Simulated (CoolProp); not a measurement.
R11 at 307.07 K and 0.107 MPa is compressed adiabatically to 0.773 MPa with isentropic efficiency 0.6. Each further row changes one setting.

Values from CoolProp's reference Helmholtz-energy equation of state, Jacobsen 1992.

```csv
case,work (kJ/kg),final temperature (K),final density (kg/m³)
as stated,___,418.4,___
efficiency 1,38.0,382.3,38.5
efficiency 0.65,___,411.4,34.5
```

**Question.** What belongs in the gaps?

**Answer.** 
- as stated, work (kJ/kg): 63.4
- as stated, final density (kg/m³): 33.7
- efficiency 0.65, work (kJ/kg): 58.5
